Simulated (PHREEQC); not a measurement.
A column of 0.2 m (40 cells, dispersivity 0.016 m, 3600 s a shift, diffusion coefficient 3e-10 m²/s) holds 0.0016 eq of the database's cation exchanger X per kg of pore water, first in equilibrium with 0.0012 mol/kgw MgCl2, 0.024 mol/kgw MgSO4 and 1e-05 mol/kgw HCl. It is flushed with 0.0015 mol/kgw KBr and 1e-05 mol/kgw HCl, at 25 °C. Values are for the last cell. No CO2 enters from the air. Precipitation was switched off in this run.

Base run: PHREEQC, ion-association model, phreeqc.dat. Each further column changes one thing. The table gives K in solution (mol/kgw).

```csv
pore volumes,base,exchange capacity from 0.0016 to 0.0008 eq/kgw,dispersivity from 0.016 to 0.032 m
0,0,0,0
0.9125,0.000630,0.000674,0.000724
1.663,0.00118,0.00128,0.00122
2.413,0.00121,0.00132,0.00130
3.312,0.00130,0.00137,0.00130
4.213,0.00137,0.00142,0.00134
4.963,0.00140,0.00144,0.00138
```
